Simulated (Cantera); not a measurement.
# Nitride etching: BN + NF₃ + H₂

Feed: 1 mol BN, a varied amount of NF₃, 1.6 mol H₂, equilibrated at 1102 °C and 1.00 bar.

These are equilibrium values from Cantera (NASA tables, ideal gas, pure condensed phases), not measurements of a reactor. Candidate condensed phases: B, BN; 31 gas species. Equilibrium is a limit: real reactors are often held back by kinetics, nucleation or transport.

```json
[
 {"n(NF₃) (mol)": "2.1", "x HF": "0.547", "x F": "0.0168", "x N₂": "0.265", "x BF₃": "0.171", "x F₂": "0.000129", "x NF₃": "4.65e-9", "x NF₂": "8.50e-9", "x H₂F₂": "4.67e-6"},
 {"n(NF₃) (mol)": "3.1", "x HF": "0.354", "x F": "0.274", "x N₂": "0.227", "x BF₃": "0.111", "x F₂": "0.0342", "x NF₃": "1.86e-5", "x NF₂": "2.09e-6", "x H₂F₂": "1.95e-6"},
 {"n(NF₃) (mol)": "4.1", "x HF": "0.265", "x F": "0.377", "x N₂": "0.211", "x BF₃": "0.0828", "x F₂": "0.0643", "x NF₃": "4.64e-5", "x NF₂": "3.79e-6", "x H₂F₂": "1.10e-6"},
 {"n(NF₃) (mol)": "5.2", "x HF": "0.208", "x F": "0.438", "x N₂": "0.202", "x BF₃": "0.0651", "x F₂": "0.0870", "x NF₃": "7.14e-5", "x NF₂": "5.01e-6", "x H₂F₂": "6.77e-7"},
 {"n(NF₃) (mol)": "6.2", "x HF": "0.175", "x F": "0.473", "x N₂": "0.196", "x BF₃": "0.0545", "x F₂": "0.102", "x NF₃": "8.88e-5", "x NF₂": "5.77e-6", "x H₂F₂": "4.75e-7"},
 {"n(NF₃) (mol)": "7.3", "x HF": "0.148", "x F": "0.500", "x N₂": "0.192", "x BF₃": "0.0463", "x F₂": "0.113", "x NF₃": "0.000104", "x NF₂": "6.38e-6", "x H₂F₂": "3.42e-7"},
 {"n(NF₃) (mol)": "8.3", "x HF": "0.130", "x F": "0.518", "x N₂": "0.189", "x BF₃": "0.0407", "x F₂": "0.122", "x NF₃": "0.000114", "x NF₂": "6.79e-6", "x H₂F₂": "2.65e-7"},
 {"n(NF₃) (mol)": "9.4", "x HF": "0.115", "x F": "0.533", "x N₂": "0.187", "x BF₃": "0.0360", "x F₂": "0.129", "x NF₃": "0.000124", "x NF₂": "7.15e-6", "x H₂F₂": "2.07e-7"},
 {"n(NF₃) (mol)": "10", "x HF": "0.108", "x F": "0.540", "x N₂": "0.186", "x BF₃": "0.0338", "x F₂": "0.132", "x NF₃": "0.000128", "x NF₂": "7.31e-6", "x H₂F₂": "1.83e-7"}
]
```
x: gas mole fraction; nothing condenses.

From 2.1 mol NF₃ to 10 mol NF₃ nothing is condensed. The main B-bearing gas is BF₃ throughout.
